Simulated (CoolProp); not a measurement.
Vapour-liquid equilibrium of R22 (1) + R152A (2) at 1.27 MPa; x and y are mole fractions of (1).

Values from CoolProp's multi-fluid Helmholtz-energy mixture model, Kamei 1995 and Outcalt 1996; pair parameters Bell 2016.

```
x     bubble temperature, mixture model (°C)  bubble temperature, Raoult's law (°C)  y, mixture model  y, Raoult's law
----  --------------------------------------  -------------------------------------  ----------------  ---------------
0.05                                     ___                                   51.8             0.066            0.080
0.2                                     49.3                                   48.1             0.254            0.293
0.35                                    46.4                                   44.7             0.430            0.473
0.5                                      ___                                   41.6               ___            0.627
0.65                                    40.1                                   38.6             0.738            0.759
0.8                                     36.8                                   35.9             0.864            0.872
0.95                                     ___                                   33.3             0.970            0.970
```

**Question.** Some entries are withheld; supply them.

**Answer.** 
- 0.05, bubble temperature, mixture model (°C): 52.1
- 0.5, bubble temperature, mixture model (°C): 43.3
- 0.5, y, mixture model: 0.592
- 0.95, bubble temperature, mixture model (°C): 33.5

The largest gap from Raoult's law is +1.7 K in bubble temperature, at x = 0.5. No azeotrope shows between x = 0.05 and 0.95.

Pair parameters are fitted to limited data, so mixtures are less certain than the pure fluids.
